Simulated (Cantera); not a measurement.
## Reactions in the system N-O-V

Cantera with NASA thermochemical tables; ideal gases at 1 bar, condensed phases pure. Values are per mole of reaction as written; species without (g) are pure solids or liquids, kept so even where they would boil at 1 bar. VN: taken at fixed stoichiometry.

2 V2O5 + 2 VN = 3 V2O3 + N2O(g)

```tsv
T (K)	ΔH° (kJ)	ΔS° (J/K)	ΔG° (kJ)	log10 K	condensed phases
850	-39.0	181.3	-193.1	11.87	V2O5(s), VN(s), V2O3(s)
1000	-170.0	42.4	-212.4	11.09	V2O5(l), VN(s), V2O3(s)
1150	-172.1	40.4	-218.6	9.93	V2O5(l), VN(s), V2O3(s)
1300	-172.6	40.0	-224.6	9.02	V2O5(l), VN(s), V2O3(s)
1450	-171.4	40.8	-230.6	8.31	V2O5(l), VN(s), V2O3(s)
1600	-168.4	42.8	-236.9	7.73	V2O5(l), VN(s), V2O3(s)
1750	-163.5	45.8	-243.5	7.27	V2O5(l), VN(s), V2O3(s)
1900	-156.7	49.5	-250.7	6.89	V2O5(l), VN(s), V2O3(s)
2050	-148.0	53.9	-258.4	6.58	V2O5(l), VN(s), V2O3(s)
2200	-137.3	58.9	-266.9	6.34	V2O5(l), VN(s), V2O3(s)
```
